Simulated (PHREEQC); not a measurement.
Na2CO3 is added in steps, without added water, to 1 kg of water holding 0.003 mol NaAlO2 and 0.00079 mol Na2SO4, at 57 °C. Oxygen is held at 0.21 atm. No CO2 enters from the air. Solids allowed: Al(OH)3(a), Basaluminite, Mirabilite, Nahcolite, Natron. Others were left out.

Base run: PHREEQC, ion-association model, wateq4f.dat. Each further column changes one thing. The table gives CO3-2 (mol/kgw).

```json
[
 {"Na2CO3 added (mol)": "0", "base": "0", "Na2SO4 replaced by NaCl at the same molality": "0", "NaAlO2 replaced by NaBr at the same molality": "0", "NaAlO2 from 0.003 to 0.0027 mol/kgw": "0", "no solid may form": "0"},
 {"Na2CO3 added (mol)": "9.625e-06", "base": "1.38e-7", "Na2SO4 replaced by NaCl at the same molality": "1.35e-7", "NaAlO2 replaced by NaBr at the same molality": "(withheld)", "NaAlO2 from 0.003 to 0.0027 mol/kgw": "1.34e-7", "no solid may form": "1.38e-7"},
 {"Na2CO3 added (mol)": "2.246e-05", "base": "5.54e-7", "Na2SO4 replaced by NaCl at the same molality": "5.43e-7", "NaAlO2 replaced by NaBr at the same molality": "(withheld)", "NaAlO2 from 0.003 to 0.0027 mol/kgw": "5.47e-7", "no solid may form": "5.54e-7"},
 {"Na2CO3 added (mol)": "3.208e-05", "base": "1.05e-6", "Na2SO4 replaced by NaCl at the same molality": "1.03e-6", "NaAlO2 replaced by NaBr at the same molality": "(withheld)", "NaAlO2 from 0.003 to 0.0027 mol/kgw": "1.04e-6", "no solid may form": "1.05e-6"},
 {"Na2CO3 added (mol)": "4.492e-05", "base": "1.95e-6", "Na2SO4 replaced by NaCl at the same molality": "1.92e-6", "NaAlO2 replaced by NaBr at the same molality": "(withheld)", "NaAlO2 from 0.003 to 0.0027 mol/kgw": "1.94e-6", "no solid may form": "1.95e-6"},
 {"Na2CO3 added (mol)": "5.454e-05", "base": "2.79e-6", "Na2SO4 replaced by NaCl at the same molality": "2.74e-6", "NaAlO2 replaced by NaBr at the same molality": "(withheld)", "NaAlO2 from 0.003 to 0.0027 mol/kgw": "2.78e-6", "no solid may form": "2.79e-6"},
 {"Na2CO3 added (mol)": "6.737e-05", "base": "4.11e-6", "Na2SO4 replaced by NaCl at the same molality": "4.05e-6", "NaAlO2 replaced by NaBr at the same molality": "4.05e-6", "NaAlO2 from 0.003 to 0.0027 mol/kgw": "4.10e-6", "no solid may form": "4.11e-6"},
 {"Na2CO3 added (mol)": "7.7e-05", "base": "5.24e-6", "Na2SO4 replaced by NaCl at the same molality": "5.17e-6", "NaAlO2 replaced by NaBr at the same molality": "5.19e-6", "NaAlO2 from 0.003 to 0.0027 mol/kgw": "5.23e-6", "no solid may form": "5.24e-6"}
]
```

### Question
What belongs in the gaps?

### Answer

- 9.625e-06, NaAlO2 replaced by NaBr at the same molality: 9.45e-8
- 2.246e-05, NaAlO2 replaced by NaBr at the same molality: 4.98e-7
- 3.208e-05, NaAlO2 replaced by NaBr at the same molality: 9.93e-7
- 4.492e-05, NaAlO2 replaced by NaBr at the same molality: 1.89e-6
- 5.454e-05, NaAlO2 replaced by NaBr at the same molality: 2.73e-6

Constants without temperature data keep their 25 °C values here. In at least one series the solution becomes supersaturated in solids that the run did not let form, among them Al(OH)3(a). Solids allowed in the column 'Na2SO4 replaced by NaCl at the same molality': Al(OH)3(a), Halite, Nahcolite, Natron. Solids allowed in the column 'NaAlO2 replaced by NaBr at the same molality': Mirabilite, Nahcolite, Natron.
